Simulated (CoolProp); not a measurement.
Properties of sulfur dioxide along the isotherm 525 K.

The numbers come from the reference Helmholtz-energy equation of state, Gao 2016 in CoolProp.

```json
[
 {"p (bar)": "24.6", "phase": "gas", "cp (kJ/(kg K))": "0.7990", "isothermal compressibility (1/MPa)": "0.4303", "expansivity (1/kK)": "2.339", "fugacity coefficient": "0.9478"},
 {"p (bar)": "49.3", "phase": "gas", "cp (kJ/(kg K))": "0.8801", "isothermal compressibility (1/MPa)": "0.2291", "expansivity (1/kK)": "2.904", "fugacity coefficient": "0.8971"},
 {"p (bar)": "73.9", "phase": "gas", "cp (kJ/(kg K))": "0.9872", "isothermal compressibility (1/MPa)": "0.1641", "expansivity (1/kK)": "3.639", "fugacity coefficient": "0.8485"},
 {"p (bar)": "98.6", "phase": "supercritical", "cp (kJ/(kg K))": "1.130", "isothermal compressibility (1/MPa)": "0.1324", "expansivity (1/kK)": "4.593", "fugacity coefficient": "0.8016"},
 {"p (bar)": "123", "phase": "supercritical", "cp (kJ/(kg K))": "1.312", "isothermal compressibility (1/MPa)": "0.1135", "expansivity (1/kK)": "5.756", "fugacity coefficient": "0.7574"},
 {"p (bar)": "148", "phase": "supercritical", "cp (kJ/(kg K))": "1.529", "isothermal compressibility (1/MPa)": "0.09821", "expansivity (1/kK)": "7.037", "fugacity coefficient": "0.7149"},
 {"p (bar)": "173", "phase": "supercritical", "cp (kJ/(kg K))": "1.722", "isothermal compressibility (1/MPa)": "0.08192", "expansivity (1/kK)": "7.957", "fugacity coefficient": "0.6755"},
 {"p (bar)": "197", "phase": "supercritical", "cp (kJ/(kg K))": "1.813", "isothermal compressibility (1/MPa)": "0.06440", "expansivity (1/kK)": "8.032", "fugacity coefficient": "0.6414"}
]
```
